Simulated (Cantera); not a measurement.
Cantera run:

```python
import numpy as np
import cantera as ct

gas_names = [...]  # 151 gases of nasa_gas.yaml made of C, H, N, O, Si
cond_names = """
    C(gr) C6H6(L) C7H8(L) C8H18(L),n-octa H2O(s) H2O(L) Si(cr) Si(L) SiC(b) SiO2(Lqz) SiO2(hqz) SiO2(L)
    Si2N2O(s) Si3N4(a)
""".split()


# ... load() reads the species with a 1 bar reference pressure and builds the phases ...
atoms = {
    'HMDSO': {'Si': 2, 'C': 6, 'H': 18, 'O': 1},
    'O3': {'O': 3},
    'N2': {'N': 2},
    'CO2': {'C': 1, 'O': 2},
}
top_T = {'C(gr)': 4500, 'SiC(b)': 3050, 'Si2N2O(s)': 2100, 'Si3N4(a)': 2400}  # K; cautious upper limits of use, not melting points


# ... equilibrate(T, P, feed) seeds the gas with the atoms and calls Mixture.equilibrate('TP', solver="vcs", rtol=1e-11, max_steps=5000) ...
results = []
feed = {'HMDSO': 1, 'O3': 4, 'N2': 69, 'CO2': 1}  # mol
P = 7800  # Pa
for T in [500, 650, 800, 950, 1100, 1250, 1400, 1550, 1700, 1850, 2000]:
    mix = equilibrate(T, P, feed)
    results.append((T, P, feed, dict(zip(mix.species_names, mix.species_moles))))
    x = sorted(zip(gas.X, gas.species_names), reverse=True)
    print(f"T = {T:g} K  P = {P:g} Pa  gas = {mix.phase_moles(0):.4g} mol")
    print("   x: " + "  ".join(f"{s} {v:.3e}" for v, s in x if v > 1e-06))
    print("   condensed (mol): " + ("  ".join(f"{mix.phase(i).name} {mix.phase_moles(i):.4g}"
          for i in range(1, mix.n_phases) if mix.phase_moles(i) > 1e-12) or "none"))
```

Output:

```
T = 500 K  P = 7800 Pa  gas = 79.34 mol
   x: N2 8.697e-01  H2O 7.613e-02  CO2 3.124e-02  CH4 1.435e-02  H2 8.579e-03  CO 2.568e-05  NH3 1.835e-05
   condensed (mol): C(gr) 3.38  SiO2(Lqz) 2
T = 650 K  P = 7800 Pa  gas = 81.42 mol
   x: N2 8.474e-01  H2 5.578e-02  CO2 4.460e-02  H2O 4.210e-02  CH4 6.313e-03  CO 3.792e-03  NH3 1.771e-05
   condensed (mol): C(gr) 2.545  SiO2(Lqz) 2
T = 800 K  P = 7800 Pa  gas = 84.92 mol
   x: N2 8.125e-01  H2 9.051e-02  CO 4.888e-02  CO2 3.307e-02  H2O 1.451e-02  CH4 4.780e-04  NH3 5.724e-06
   condensed (mol): SiO2(Lqz) 2
T = 950 K  P = 7800 Pa  gas = 85 mol
   x: N2 8.118e-01  H2 8.450e-02  CO 5.667e-02  CO2 2.568e-02  H2O 2.138e-02  CH4 1.523e-06  NH3 1.423e-06
   condensed (mol): SiO2(hqz) 2
T = 1100 K  P = 7800 Pa  gas = 85 mol
   x: N2 8.118e-01  H2 7.929e-02  CO 6.188e-02  H2O 2.659e-02  CO2 2.047e-02
   condensed (mol): SiO2(hqz) 2
T = 1250 K  P = 7800 Pa  gas = 85 mol
   x: N2 8.118e-01  H2 7.560e-02  CO 6.557e-02  H2O 3.028e-02  CO2 1.678e-02
   condensed (mol): SiO2(hqz) 2
T = 1400 K  P = 7800 Pa  gas = 85 mol
   x: N2 8.118e-01  H2 7.298e-02  CO 6.819e-02  H2O 3.290e-02  CO2 1.416e-02  H 4.705e-06
   condensed (mol): SiO2(hqz) 2
T = 1550 K  P = 7800 Pa  gas = 85 mol
   x: N2 8.118e-01  H2 7.107e-02  CO 7.009e-02  H2O 3.479e-02  CO2 1.227e-02  H 3.006e-05
   condensed (mol): SiO2(hqz) 2
T = 1700 K  P = 7800 Pa  gas = 85.01 mol
   x: N2 8.117e-01  CO 7.148e-02  H2 6.962e-02  H2O 3.619e-02  CO2 1.087e-02  H 1.392e-04  SiO 6.812e-06  OH 3.739e-06
   condensed (mol): SiO2(L) 1.999
T = 1850 K  P = 7800 Pa  gas = 85.03 mol
   x: N2 8.114e-01  CO 7.247e-02  H2 6.828e-02  H2O 3.730e-02  CO2 9.855e-03  H 5.040e-04  SiO 1.328e-04  OH 2.034e-05  NO 1.800e-06
   condensed (mol): SiO2(L) 1.989
T = 2000 K  P = 7800 Pa  gas = 85.2 mol
   x: N2 8.098e-01  CO 7.276e-02  H2 6.584e-02  H2O 3.900e-02  CO2 9.403e-03  SiO 1.559e-03  H 1.494e-03  OH 8.839e-05  NO 1.037e-05  SiO2 3.275e-06  O 1.466e-06
   condensed (mol): SiO2(L) 1.867
```

Method: chemical equilibrium by Gibbs-energy minimisation in Cantera with the NASA 1993 tables (ideal gas, pure condensed phases). The feed counts by its element totals alone. The tables hold silica as quartz up to 1696 K and as liquid above; real silica turns to tridymite and cristobalite and melts near 1996 K.
